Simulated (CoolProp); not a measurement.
Values from CoolProp's reference Helmholtz-energy equation of state, Lemmon 2006. It is a short technical equation, of lower accuracy than the large ones.

For carbon monoxide, give the phase and the density (kg/m³) at 236.8 K and 2620 kPa; 236.8 K and 3940 kPa.


- 236.8 K and 2620 kPa: gas; density 38.5
- 236.8 K and 3940 kPa: supercritical; density 58.7
